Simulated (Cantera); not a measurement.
Standard-state values (1 bar) from the NASA 1993 polynomials, evaluated with Cantera. Values are per mole of reaction as written; species without (g) are pure solids or liquids, kept so even where they would boil at 1 bar.

9 H(g) + 3 NO2(g) + 8 TiO(g) → 2 Ti4O7 + 3 NH3(g), with ΔH° = -9446.8 kJ and ΔS° = -2645.1 J/K at 300 K.

### Question
How far is the shortcut ΔG° ≈ ΔH°(300 K) − T·ΔS°(300 K) from the full temperature-dependent value at 900, 925, 950, 975, 1000, 1025 K?

### Answer
| T (K) | shortcut (kJ) | full (kJ) | difference (kJ) | difference in log10 K |
|---|---|---|---|---|
| 900 | -7066.2 | -7075.9 | 9.8 | -0.57 |
| 925 | -7000.0 | -7011.0 | 11.0 | -0.62 |
| 950 | -6933.9 | -6946.2 | 12.3 | -0.67 |
| 975 | -6867.8 | -6881.4 | 13.6 | -0.73 |
| 1000 | -6801.7 | -6816.7 | 15.0 | -0.78 |
| 1025 | -6735.5 | -6752.0 | 16.5 | -0.84 |
The shortcut ignores the heat-capacity change of the reaction.
